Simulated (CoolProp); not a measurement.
Vapour-liquid equilibrium of R152A (1) + methanol (2) at -23.45 °C; x and y are mole fractions of (1).

Model: multi-fluid Helmholtz-energy mixture model, Outcalt 1996 and de Reuck 1993; pair parameters Bell 2016, in CoolProp.

```csv
x,bubble pressure (MPa),y at the bubble point,dew pressure at overall composition x (MPa),liquid density (mol/L)
0.05,0.02938,0.973,0.0008335,25.26
0.2,0.06049,___,0.0009890,___
0.35,0.06692,0.989,0.001216,21.48
0.5,0.07079,___,0.001581,19.85
0.65,0.07683,___,0.002257,___
0.8,0.08610,0.994,0.003946,16.99
0.95,0.09886,0.998,___,___
```

Problem. Fill in the missing entries.

Solution. 
- 0.2, y at the bubble point: 0.987
- 0.2, liquid density (mol/L): 23.28
- 0.5, y at the bubble point: 0.990
- 0.65, y at the bubble point: 0.991
- 0.65, liquid density (mol/L): 18.36
- 0.95, dew pressure at overall composition x (MPa): 0.01570
- 0.95, liquid density (mol/L): 15.70

No azeotrope shows between x = 0.05 and 0.95.

Pair parameters are fitted to limited data, so mixtures are less certain than the pure fluids. With so large a gap from Raoult's law the liquid may split in two, which this calculation doesn't test in full.
